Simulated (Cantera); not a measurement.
Charge: 1 mol HMDSO, 0.18 mol O2, 36 mol N2, held at 1077 °C.

Cantera equilibrium calculation (NASA polynomials, part measured and part estimated; ideal gas, pure solids and liquids). Candidate condensed phases: C, C6H6, C7H8, C8H18, H2O, Si, SiC, SiO2, Si2N2O, Si3N4; 151 gas species. The feed counts by its element totals alone. N2 is the only nitrogen source here; it is nearly inert below about 1500 K, so the nitride shown seldom forms there in practice. Equilibrium is a limit: real reactors are often held back by kinetics, nucleation or transport.

x: gas mole fraction; n: condensed amount in mol.

| P (Pa) | x N2 | x H2 | x CO | x CH4 | x H | x HCN | n C(graphite) | n SiC(s) | n Si2N2O(s) |
|---|---|---|---|---|---|---|---|---|---|
| 5 | 0.776 | 0.194 | 0.0293 | 1.08e-8 | … | 0.000126 | 2.64 | 2.00 | 0 |
| 15 | 0.776 | 0.194 | 0.0293 | 3.25e-8 | … | 0.000126 | 2.64 | 2.00 | 0 |
| 45 | 0.776 | 0.194 | 0.0293 | 9.77e-8 | … | 0.000126 | 2.64 | 2.00 | 0 |
| 140 | 0.789 | 0.203 | 0.00811 | 3.32e-7 | … | 0.000130 | 5.63 | 0 | 1.000 |
| 410 | 0.789 | 0.203 | 0.00811 | 9.72e-7 | … | 0.000130 | 5.63 | 0 | 1.000 |
| 1200 | 0.789 | 0.203 | 0.00811 | 2.85e-6 | … | 0.000130 | 5.63 | 0 | 1.000 |
| 3700 | 0.789 | 0.203 | 0.00812 | 8.77e-6 | … | 0.000130 | 5.63 | 0 | 1.000 |
| 11000 | 0.789 | 0.203 | 0.00811 | 2.61e-5 | … | 0.000130 | 5.63 | 0 | 1.000 |
| 33000 | 0.789 | 0.203 | 0.00811 | 7.81e-5 | … | 0.000130 | 5.63 | 0 | 1.000 |
| 100000 | 0.789 | 0.202 | 0.00811 | 0.000236 | … | 0.000130 | 5.62 | 0 | 1.00 |

Fill in the missing entries.


- 5, x H: 0.000148
- 15, x H: 8.57e-5
- 45, x H: 4.95e-5
- 140, x H: 2.87e-5
- 410, x H: 1.68e-5
- 1200, x H: 9.80e-6
- 3700, x H: 5.58e-6
- 11000, x H: 3.24e-6
- 33000, x H: 1.87e-6
- 100000, x H: 1.07e-6
